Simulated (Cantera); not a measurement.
Hydrocarbon pyrolysis for carbon deposition

A perfectly stirred reactor is fed with CH₄ : N₂ = 1 : 2.6 (molar parts), at 3000 Pa; it is held at 1575 K, and followed from long to short residence time.

Computed with Cantera and GRI-Mech 3.0 (53 species, 325 reactions). GRI-Mech 3.0 stops at C3 and has no aromatics, soot or wall deposition, so with more carbon than oxygen in the feed, carbon stays in small species such as C2H2 where larger ones or solid carbon would form. Radical loss at walls, strong at low pressure, is not modelled.

| τ (s) | x CH₄ | x C₂H | x H₂ | x C₂H₄ | x CH₂ | x CH₃ |
|---|---|---|---|---|---|---|
| 2.7 | 0.0932 | 5.27e-8 | 0.216 | 0.000913 | 9.74e-8 | 0.000472 |
| 1.2 | 0.132 | 3.94e-8 | 0.170 | 0.00173 | 1.22e-7 | 0.000633 |
| 0.53 | 0.173 | 2.68e-8 | 0.120 | 0.00303 | 1.49e-7 | 0.000809 |
| 0.23 | 0.213 | 1.51e-8 | 0.0725 | 0.00453 | 1.72e-7 | 0.000972 |
| 0.10 | 0.245 | 5.84e-9 | 0.0336 | 0.00481 | 1.71e-7 | 0.00104 |
| 0.045 | 0.267 | 1.14e-9 | 0.0102 | 0.00263 | 1.18e-7 | 0.000891 |
| 0.020 | 0.276 | 1.00e-10 | 0.00176 | 0.000568 | 4.50e-8 | 0.000547 |
| 0.0086 | 0.277 | 6.43e-12 | 0.000281 | 6.33e-5 | 1.11e-8 | 0.000266 |
x: mole fraction; the columns are a selection and need not sum to one.
